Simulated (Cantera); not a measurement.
What does this Cantera script print?

```python
import numpy as np
import cantera as ct

gas_names = """
    C CN CO CO2 C2 CCN CNC C2N2 C2O C3 C3O2 C4 C4N2 C5 Fe FeC5O5 FeO N NCO NO NO2 NO3 N2 N2O O O2 O3
""".split()
cond_names = """
    C(gr) Fe(a) Fe(c) Fe(d) Fe(L) FeC5O5(L) FeO(s) FeO(L) Fe2O3(s) Fe3O4(s)
""".split()


# ... load() reads the species with a 1 bar reference pressure and builds the phases ...
atoms = {
    'Fe(CO)5': {'Fe': 1, 'C': 5, 'O': 5},
    'CO': {'C': 1, 'O': 1},
    'N2': {'N': 2},
}
top_T = {'C(gr)': 4500, 'Fe2O3(s)': 1830, 'Fe3O4(s)': 1870}  # K; cautious upper limits of use, not melting points


# ... equilibrate(T, P, feed) seeds the gas with the atoms and calls Mixture.equilibrate('TP', solver="vcs", rtol=1e-11, max_steps=5000) ...
results = []
feed = {'Fe(CO)5': 1, 'CO': 3.7, 'N2': 49}  # mol
T = 1423  # K
P = 133.322  # Pa
mix = equilibrate(T, P, feed)
results.append((T, P, feed, dict(zip(mix.species_names, mix.species_moles))))
x = sorted(zip(gas.X, gas.species_names), reverse=True)
print(f"T = {T:g} K  P = {P:g} Pa  gas = {mix.phase_moles(0):.4g} mol")
print("   x: " + "  ".join(f"{s} {v:.3e}" for v, s in x if v > 1e-05))
print("   condensed (mol): " + ("  ".join(f"{mix.phase(i).name} {mix.phase_moles(i):.4g}"
      for i in range(1, mix.n_phases) if mix.phase_moles(i) > 1e-12) or "none"))
```

Result:

```
T = 1423 K  P = 133.322 Pa  gas = 57.7 mol
   x: N2 8.492e-01  CO 1.508e-01  Fe 1.999e-05
   condensed (mol): C(gr) 2.275e-06  Fe(c) 0.9988
```

These are equilibrium values from Cantera (NASA tables, ideal gas, pure condensed phases), not measurements of a reactor.
